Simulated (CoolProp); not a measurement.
Saturation properties of n-decane (Tc = 617.7 K, pc = 21.01 bar, ω = 0.488).

Values from CoolProp's reference Helmholtz-energy equation of state, Lemmon 2006. It is a short technical equation, of lower accuracy than the large ones.

| T (K) | p (bar) | liquid density (kg/m³) | enthalpy of vaporisation (kJ/kg) | vapour viscosity (µPa s) |
|---|---|---|---|---|
| 378.4 | 0.1175 | 663.1 | 317.1 | 6.61 |
| 389.1 | 0.1749 | 654.3 | 311.2 | 6.78 |
| 399.8 | 0.2534 | 645.4 | 305.1 | 6.95 |
| 410.5 | 0.3586 | 636.4 | 298.9 | 7.13 |
| 421.3 | 0.4979 | 627.1 | 292.5 | 7.30 |
| 432 | 0.6758 | 617.7 | 286.0 | 7.47 |
| 442.7 | 0.9008 | 608.1 | 279.3 | 7.64 |
| 453.4 | 1.181 | 598.2 | 272.4 | 7.81 |
| 464.1 | 1.526 | 588.1 | 265.2 | 7.99 |
| 474.8 | 1.944 | 577.6 | 257.7 | 8.17 |
| 485.5 | 2.446 | 566.7 | 249.8 | 8.35 |
| 496.3 | 3.048 | 555.3 | 241.4 | 8.55 |
| 507 | 3.752 | 543.4 | 232.6 | 8.76 |

It boils at 447.3 K under 1 atm.

Viscosity comes from a separate model (Huber 2004).
